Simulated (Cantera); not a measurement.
Input: 1 mol Si₂H₆, 3.7 mol O₃, held at 18.8 Torr.

Equilibrium computed with Cantera from the NASA thermochemical tables; the gas is ideal and each condensed phase is pure. Candidate condensed phases: H₂O, Si, SiO₂; 18 gas species. The feed counts by its element totals alone. The tables hold silica as quartz up to 1696 K and as liquid above; real silica turns to tridymite and cristobalite and melts near 1996 K. Gases not in the tables: Si(OH)₄. Rates play no part. All values below are at 1900 K.

Base state: H₂O 0.587, O₂ 0.402, OH 0.00876, O 0.00120, H₂ 0.000762, H 0.000139 (mole fractions); condensed: SiO₂(condensed).

Q: What changes in the equilibrium state with this change: O₃ from 3.7 to 1.8 mol?

A: 
| species | before | after |
|---|---|---|
| H₂ | 0.000762 | 0.530 |
| H₂O | 0.587 | 0.466 |
| H | 0.000139 | 0.00365 |
| O₂ | 0.402 | 5.25e-7 |
| SiO | 7.20e-7 | 0.000630 |
| O | 0.00120 | 1.37e-6 |
| OH | 0.00876 | 0.000264 |
| SiO₂(condensed), mol | 2.00 | 2.00 |
